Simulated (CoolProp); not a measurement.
Vapour-liquid equilibrium of n-hexane (1) + p-xylene (2) at 0.227 MPa; x and y are mole fractions of (1).

Values from CoolProp's multi-fluid Helmholtz-energy mixture model, Thol 2019 and Zhou 2012; pair parameters Bell 2016.

```tsv
x	bubble temperature (K)	y at the bubble point	dew temperature at overall composition x (K)	liquid density (mol/L)
0.05	435.2	0.218	442.4	6.827
0.2	414.4	0.589	436.0	6.925
0.35	400.6	0.761	428.7	6.954
0.5	…	0.854	420.2	6.944
0.65	383.3	0.913	409.9	6.910
0.8	…	…	396.7	6.861
0.95	371.7	0.990	378.1	6.802
```

**Question.** Complete the blanks.

**Answer.** 
- 0.5, bubble temperature (K): 390.8
- 0.8, bubble temperature (K): 377.1
- 0.8, y at the bubble point: 0.956

No azeotrope shows between x = 0.05 and 0.95.

The pair parameters rest on a limited set of measurements; away from them the model extrapolates.
